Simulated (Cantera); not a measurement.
A perfectly stirred reactor is fed with 2.33 % CH4, 97.7 % N2, at 0.0133 bar; it is held at 1875 K, and followed from long to short residence time.

Detailed kinetics in Cantera: GRI-Mech 3.0 (53 species, 325 reactions). GRI-Mech 3.0 stops at C3 and has no aromatics, soot or wall deposition, so with more carbon than oxygen in the feed, carbon stays in small species such as C2H2 where larger ones or solid carbon would form. Radical loss at walls, strong at low pressure, is not modelled.

Predict: x(CH4) at τ = 0.900 s; x(CH2) at τ = 0.900 s; x(CH3) at τ = 0.900 s; x(C2H) at τ = 0.900 s; x(HCN) at τ = 0.900 s; x(CH4) at τ = 15.0 ms; x(CH2) at τ = 15.0 ms; x(CH3) at τ = 15.0 ms; x(C2H) at τ = 15.0 ms; x(HCN) at τ = 15.0 ms.


| Quantity | Value |
|---|---|
| x(CH4) at τ = 0.900 s | 0.00263 |
| x(CH2) at τ = 0.900 s | 2.27e-6 |
| x(CH3) at τ = 0.900 s | 0.000339 |
| x(C2H) at τ = 0.900 s | 7.94e-7 |
| x(HCN) at τ = 0.900 s | 7.86e-5 |
| x(CH4) at τ = 15.0 ms | 0.0208 |
| x(CH2) at τ = 15.0 ms | 1.43e-6 |
| x(CH3) at τ = 15.0 ms | 0.000825 |
| x(C2H) at τ = 15.0 ms | 3.37e-8 |
| x(HCN) at τ = 15.0 ms | 7.64e-8 |
